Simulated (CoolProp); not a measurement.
Vapour-liquid equilibrium of carbon dioxide (1) + carbonyl sulfide (2) at 1180 kPa; x and y are mole fractions of (1).

Model: multi-fluid Helmholtz-energy mixture model, Span 1996 and Lemmon 2006; pair parameters Bell 2016, in CoolProp.

| x | bubble temperature (°C) | y at the bubble point | dew temperature at overall composition x (°C) | liquid density (mol/L) |
|---|---|---|---|---|
| 0.05 | 11.4 | 0.242 | 19.7 | 17.25 |
| 0.2 | -8.0 | 0.604 | 13.3 | [?] |
| 0.35 | -17.9 | 0.747 | 6.3 | 19.73 |
| 0.5 | -23.9 | 0.823 | -1.7 | 20.75 |
| 0.65 | [?] | [?] | -11.0 | 21.83 |
| 0.8 | -31.5 | 0.926 | -22.1 | 23.03 |
| 0.95 | -34.5 | 0.980 | [?] | [?] |

Question: Some entries are withheld; supply them.

Answer: 
- 0.2, liquid density (mol/L): 18.64
- 0.65, bubble temperature (°C): -28.1
- 0.65, y at the bubble point: 0.878
- 0.95, dew temperature at overall composition x (°C): -32.9
- 0.95, liquid density (mol/L): 24.44

No azeotrope shows between x = 0.05 and 0.95.

Pair parameters are fitted to limited data, so mixtures are less certain than the pure fluids.
